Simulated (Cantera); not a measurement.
What does this Cantera script print?

```python
import numpy as np
import cantera as ct

gas_names = """
    H HNO HNO2 HNO3 HO2 H2 H2O H2O2 N NH NH2 NH3 NH2OH NO NO2 NO3 N2 N2H2 N2H4 N2O O OH O2 O3 Ti TiO
    TiO2
""".split()
cond_names = """
    H2O(s) H2O(L) Ti(a) Ti(b) Ti(L) TiN(s) TiN(L) TiO(a) TiO(b) TiO(L) TiO2(ru) TiO2(L) Ti2O3(a)
    Ti2O3(b) Ti2O3(L) Ti3O5(a) Ti3O5(b) Ti3O5(L) Ti4O7(s) Ti4O7(L)
""".split()


# ... load() reads the species with a 1 bar reference pressure and builds the phases ...
atoms = {
    'TiO2': {'Ti': 1, 'O': 2},
    'H2': {'H': 2},
    'N2': {'N': 2},
}
top_T = {}  # K; cautious upper limits of use, not melting points


# ... equilibrate(T, P, feed) seeds the gas with the atoms and calls Mixture.equilibrate('TP', solver="vcs", rtol=1e-11, max_steps=5000) ...
results = []
feed = {'TiO2': 1, 'H2': 44, 'N2': 0.41}  # mol
P = 100000  # Pa
for T in [1350, 1400, 1450, 1500, 1550, 1600, 1650, 1700, 1750, 1800, 1850]:
    mix = equilibrate(T, P, feed)
    results.append((T, P, feed, dict(zip(mix.species_names, mix.species_moles))))

top = {s: max(r[3][s] / sum(r[3][g] for g in gas_names) for r in results) for s in gas_names}
cols = sorted((s for s in top if top[s] > 1e-05), key=lambda s: -top[s])[:7]
seen = [c for c in cond_names if any(r[3].get(c, 0) > 1e-12 for r in results)]
print("log10 of partial pressures in bar; condensed amounts in mol")
print(f"{'T/K':>10s}" + "".join(f"{s[:9]:>10s}" for s in cols + seen))
for T, P, feed, n in results:
    ng = sum(n[g] for g in gas_names)
    print(f"{T:10.4g}" + "".join(f"{np.log10(max(n[s] / ng * P / 1e5, 1e-99)):10.3f}" for s in cols)
          + "".join(f"{n.get(c, 0):10.4g}" for c in seen))
```

Output:

```
log10 of partial pressures in bar; condensed amounts in mol
       T/K        H2        N2       H2O         H  TiO2(ru)  Ti3O5(b)  Ti4O7(s)
      1350    -0.006    -2.035    -2.329    -5.626    0.1668         0    0.2083
      1400    -0.007    -2.035    -2.250    -5.316         0         0      0.25
      1450    -0.007    -2.035    -2.250    -5.027         0         0      0.25
      1500    -0.007    -2.035    -2.250    -4.758         0         0      0.25
      1550    -0.007    -2.035    -2.194    -4.505         0    0.1377    0.1467
      1600    -0.007    -2.035    -2.125    -4.268         0    0.3333         0
      1650    -0.007    -2.035    -2.125    -4.045         0    0.3333         0
      1700    -0.007    -2.035    -2.125    -3.835         0    0.3333         0
      1750    -0.007    -2.035    -2.125    -3.637         0    0.3333         0
      1800    -0.007    -2.035    -2.125    -3.450         0    0.3333         0
      1850    -0.008    -2.035    -2.125    -3.272         0    0.3333         0
```

Method: chemical equilibrium by Gibbs-energy minimisation in Cantera with the NASA 1993 tables (ideal gas, pure condensed phases). Mutual solubility and eutectic melting of coexisting phases are not modelled. Condensed phases not in the tables: Magnéli phases beyond Ti4O7.
